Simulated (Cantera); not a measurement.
A perfectly stirred reactor is fed with H2 : O2 : N2 = 1 : 1.19 : 7.14 (molar parts), equivalence ratio 0.42, at 0.740 bar; it is adiabatic with a 523 K inlet, and is followed from long to short residence time, starting on the burning branch (τ in s: 0.23, 0.071, 0.022, 0.0069, 0.0021, 0.00066, 0.00021, 6.4e-05, 2e-05, 6.2e-06).

Detailed kinetics in Cantera: the H2/O2 subset of GRI-Mech 3.0, which has no nitrogen chemistry.

One state of this run: T (K) = 1343; x H2 = 0.000552; x O2 = 0.0781; x OH = 0.000673; x H2O2 = 8.21e-7; x H2O = 0.112; x HO2 = 1.23e-5; x O = 0.000274. x: mole fraction; the columns are a selection and need not sum to one.

Which value of τ (s) does it belong to?
A. 0.0069
B. 0.00021
C. 0.022
D. 2.0e-5

C, 0.022
